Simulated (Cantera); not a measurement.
What does this Cantera script print?

```python
import numpy as np
import cantera as ct

gas_names = """
    Cu CuF CuF2 CuO Cu2 F FO FO2 F2 F2O H HF HOF HO2 H2 H2F2 H2O H2O2 H3F3 H4F4 H5F5 H6F6 H7F7 O OH O2
    O3
""".split()
cond_names = """
    Cu(cr) Cu(L) CuF2(s) CuF2(L) CuO(s) CuO2H2(s) Cu2O(s) Cu2O(L) H2O(s) H2O(L)
""".split()


def load(file, names, dense=False):
    # The tables refer to 1 bar. Condensed volumes are neglected.
    table = {s.name: s for s in ct.Species.list_from_file(file)}
    out = []
    for n in names:
        d = dict(table[n].input_data)
        d["thermo"] = dict(d["thermo"], **{"reference-pressure": 1e5})
        if dense:
            d["equation-of-state"] = {"model": "constant-volume", "density": "1e6 g/cm^3"}
        out.append(ct.Species.from_dict(d))
    return out


gas = ct.Solution(thermo="ideal-gas", species=load("nasa_gas.yaml", gas_names))
cond = {s.name: ct.Solution(thermo="fixed-stoichiometry", species=[s], name=s.name)
        for s in load("nasa_condensed.yaml", cond_names, dense=True)}
atoms = {
    'CuO': {'Cu': 1, 'O': 1},
    'F2': {'F': 2},
    'H2': {'H': 2},
}
top_T = {'CuO(s)': 1390}  # K; cautious upper limits of use, not melting points


def equilibrate(T, P, feed):
    n = {}
    for name, mol in feed.items():
        for a, k in atoms[name].items():
            n[a] = n.get(a, 0.0) + k * mol
    gas.TPX = T, P, n
    mass = sum(n.values()) * gas.mean_molecular_weight
    gas.equilibrate("TP")
    valid = [c for c in cond.values() if c.min_temp <= T <= top_T.get(c.name, c.max_temp)]
    mix = ct.Mixture([(gas, mass / gas.mean_molecular_weight)] + [(c, 0.0) for c in valid])
    mix.T, mix.P = T, P
    mix.equilibrate("TP", solver="vcs", rtol=1e-11, max_steps=5000)
    return mix


results = []
feed = {'CuO': 1, 'F2': 4.2, 'H2': 32}  # mol
T = 1473.15  # K
P = 3500  # Pa
mix = equilibrate(T, P, feed)
results.append((T, P, feed, dict(zip(mix.species_names, mix.species_moles))))
print(gas.report(threshold=0.001))
for i in range(1, mix.n_phases):
    print(f"{mix.phase(i).name:16s} {mix.phase_moles(i):12.5e} mol")
```

Result:

```
       temperature   1473.2 K
          pressure   3500 Pa
           density   0.0018978 kg/m^3
  mean mol. weight   6.6416 kg/kmol
   phase of matter   gas

                          1 kg             1 kmol
                     ---------------   ---------------
          enthalpy        -5.131e+06       -3.4078e+07  J
   internal energy       -6.9752e+06       -4.6326e+07  J
           entropy             33675        2.2365e+05  J/K
    Gibbs function       -5.4739e+07       -3.6355e+08  J
 heat capacity c_p              4914             32637  J/K
 heat capacity c_v            3662.1             24322  J/K

                      mass frac. Y      mole frac. X     chem. pot. / RT
                     ---------------   ---------------   ---------------
                HF           0.69882           0.23199           -50.795
                H2           0.22467           0.74017           -22.204
               H2O          0.074916          0.027619           -52.898
     [  +24 minor]         0.0015893         0.0002196

Cu(L)             9.94160e-01 mol
CuF2(L)           0.00000e+00 mol
CuO2H2(s)         0.00000e+00 mol
Cu2O(s)           0.00000e+00 mol
```

These are equilibrium values from Cantera (NASA tables, ideal gas, pure condensed phases), not measurements of a reactor.
